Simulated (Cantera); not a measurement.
# Thermodynamics of fluorocarbon and chlorocarbon gases, feed CF4 + HCl

Feed: 1 mol CF4, a varied amount of HCl, held at 3048.15 K and 3.80 mbar.

Equilibrium computed with Cantera from the NASA thermochemical tables; the gas is ideal and each condensed phase is pure. Candidate condensed phases: C, C6H6, C7H8, C8H18; 118 gas species. Rates play no part.

| n(HCl) (mol) | log p F | log p CF | log p C3 | log p Cl | log p HF | log p C | log p CF2 |
|---|---|---|---|---|---|---|---|
| 0.02 | -2.49 | -3.56 | -3.80 | -4.75 | -4.78 | -4.27 | -4.48 |
| 0.039 | -2.50 | -3.56 | -3.80 | -4.46 | -4.49 | -4.27 | -4.49 |
| 0.057 | -2.50 | -3.57 | -3.80 | -4.30 | -4.33 | -4.27 | -4.49 |
| 0.075 | -2.50 | -3.57 | -3.80 | -4.18 | -4.21 | -4.27 | -4.50 |
| 0.093 | -2.51 | -3.58 | -3.81 | -4.09 | -4.12 | -4.27 | -4.51 |
| 0.11 | -2.51 | -3.58 | -3.81 | -4.02 | -4.05 | -4.27 | -4.52 |
| 0.13 | -2.52 | -3.58 | -3.81 | -3.95 | -3.98 | -4.27 | -4.53 |
| 0.15 | -2.52 | -3.59 | -3.81 | -3.89 | -3.92 | -4.27 | -4.53 |
| 0.17 | -2.52 | -3.59 | -3.81 | -3.84 | -3.87 | -4.27 | -4.54 |
log p: log10 of the partial pressure in bar; nothing condenses.

From 0.02 mol HCl to 0.17 mol HCl nothing is condensed. The main C-bearing gas is C3 throughout.
